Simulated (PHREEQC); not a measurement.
## Ultrapure water in contact with air or piping (model solution)

Model water analysis in mg/L, 25 °C, pH 6.95, pe 12.9:

```json
[
 {"constituent": "Na", "mg/L": "0.00494"},
 {"constituent": "K", "mg/L": "0.00158"},
 {"constituent": "Ca", "mg/L": "0.0156"},
 {"constituent": "Mg", "mg/L": "0.00567"},
 {"constituent": "Cl", "mg/L": "0.0168"},
 {"constituent": "S(6) as SO4", "mg/L": "0.00399"},
 {"constituent": "Alkalinity as HCO3", "mg/L": "0.0549"},
 {"constituent": "Pb", "mg/L": "0.00796"},
 {"constituent": "B", "mg/L": "3.48e-05"}
]
```

Valence states are taken as typed.

All values are PHREEQC results (ion-association model, wateq4f.dat), not measurements.

Each row changes one thing in this solution. No solid was allowed to form.

```tsv
case	ionic strength (mol/kgw)	HCO3- (mol/kgw)	CO2 (mol/kgw)	Pb+2 (mol/kgw)	PbOH+ (mol/kgw)	CO3-2 (mol/kgw)	SI of Pb(OH)2 (Pb(OH)2)	SI of Anglesite (PbSO4)
as made	2.32e-6	9.16e-7	2.31e-7	3.25e-8	5.62e-9	3.85e-10	-1.74	-7.09
all concentrations times 4 at the same typed pH	8.94e-6	3.60e-6	9.04e-7	1.28e-7	2.20e-8	1.52e-9	-1.15	(withheld)
temperature from 25 to 50 °C at the same typed pH	2.32e-6	5.89e-7	1.45e-7	3.32e-8	5.04e-9	3.53e-10	(withheld)	(withheld)
```

**Question.** What belongs in the gaps?

**Answer.** 
- all concentrations times 4 at the same typed pH, SI of Anglesite (PbSO4): -5.89
- temperature from 25 to 50 °C at the same typed pH, SI of Pb(OH)2 (Pb(OH)2): -1.05
- temperature from 25 to 50 °C at the same typed pH, SI of Anglesite (PbSO4): -7.20

Complexes and solids missing from the database can't appear. Constants without temperature data keep their 25 °C values here.
